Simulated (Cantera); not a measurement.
Cantera run:

```python
import numpy as np
import cantera as ct

gas_names = """
    CL CL2 N N2 Si SiCL SiCL2 SiCL3 SiCL4 SiN Si2 Si2N Si3
""".split()
cond_names = """
    Si(cr) Si(L) Si3N4(a)
""".split()


# ... load() reads the species with a 1 bar reference pressure and builds the phases ...
atoms = {
    'SiCl4': {'Si': 1, 'CL': 4},
    'N2': {'N': 2},
}
top_T = {'Si3N4(a)': 2400}  # K; cautious upper limits of use, not melting points


# ... equilibrate(T, P, feed) seeds the gas with the atoms and calls Mixture.equilibrate('TP', solver="vcs", rtol=1e-11, max_steps=5000) ...
results = []
feed = {'SiCl4': 1, 'N2': 67}  # mol
P = 60000  # Pa
for T in [948, 1048, 1148, 1248, 1348, 1448, 1548, 1648, 1748]:
    mix = equilibrate(T, P, feed)
    results.append((T, P, feed, dict(zip(mix.species_names, mix.species_moles))))
    x = sorted(zip(gas.X, gas.species_names), reverse=True)
    print(f"T = {T:g} K  P = {P:g} Pa  gas = {mix.phase_moles(0):.4g} mol")
    print("   x: " + "  ".join(f"{s} {v:.3e}" for v, s in x if v > 1e-05))
    print("   condensed (mol): " + ("  ".join(f"{mix.phase(i).name} {mix.phase_moles(i):.4g}"
          for i in range(1, mix.n_phases) if mix.phase_moles(i) > 1e-12) or "none"))
```

Result:

```
T = 948 K  P = 60000 Pa  gas = 68 mol
   x: N2 9.853e-01  SiCL4 1.471e-02
   condensed (mol): none
T = 1048 K  P = 60000 Pa  gas = 68 mol
   x: N2 9.853e-01  SiCL4 1.471e-02
   condensed (mol): none
T = 1148 K  P = 60000 Pa  gas = 68 mol
   x: N2 9.853e-01  SiCL4 1.470e-02
   condensed (mol): none
T = 1248 K  P = 60000 Pa  gas = 68 mol
   x: N2 9.853e-01  SiCL4 1.470e-02
   condensed (mol): none
T = 1348 K  P = 60000 Pa  gas = 68 mol
   x: N2 9.853e-01  SiCL4 1.467e-02  SiCL3 3.708e-05  CL 3.406e-05
   condensed (mol): none
T = 1448 K  P = 60000 Pa  gas = 68.01 mol
   x: N2 9.852e-01  SiCL4 1.458e-02  SiCL3 1.201e-04  CL 1.173e-04
   condensed (mol): none
T = 1548 K  P = 60000 Pa  gas = 68.02 mol
   x: N2 9.849e-01  SiCL4 1.435e-02  CL 3.470e-04  SiCL3 3.277e-04  SiCL2 2.095e-05  CL2 1.131e-05
   condensed (mol): none
T = 1648 K  P = 60000 Pa  gas = 68.06 mol
   x: N2 9.844e-01  SiCL4 1.383e-02  CL 9.069e-04  SiCL3 7.666e-04  SiCL2 9.367e-05  CL2 2.351e-05
   condensed (mol): none
T = 1748 K  P = 60000 Pa  gas = 68.15 mol
   x: N2 9.832e-01  SiCL4 1.279e-02  CL 2.128e-03  SiCL3 1.549e-03  SiCL2 3.347e-04  CL2 4.504e-05
   condensed (mol): none
```

Cantera equilibrium calculation (NASA polynomials, part measured and part estimated; ideal gas, pure solids and liquids). The tables' values for SiCl3 are old estimates; treat these amounts as uncertain.
